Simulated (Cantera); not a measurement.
Input: 1 mol CO₂, 0.011 mol SO₂, 2.1 mol H₂, equilibrated at 2975 K and 101000 Pa.

These are equilibrium values from Cantera (NASA tables, ideal gas, pure condensed phases), not measurements of a reactor. Candidate condensed phases: C, C₆H₆, C₇H₈, C₈H₁₈, H₂O, H₂SO₄, S; 123 gas species. The numbers say what is thermodynamically allowed, not how fast it happens.

Question: What is the equilibrium state?

Answer: 
```json
{
  "x(H₂)": "0.332",
  "x(CO)": "0.275",
  "x(H₂O)": "0.253",
  "x(H)": "0.0837",
  "x(CO₂)": "0.0285",
  "x(OH)": "0.0207",
  "x(O)": "0.00321",
  "x(SO)": "0.00146",
  "x(O₂)": "0.000969",
  "gas_amount": "3.296 mol",
  "log10 activity of S(l) (absent)": "-4.49",
  "log10 activity of C(graphite) (absent)": "-5.47"
}
```
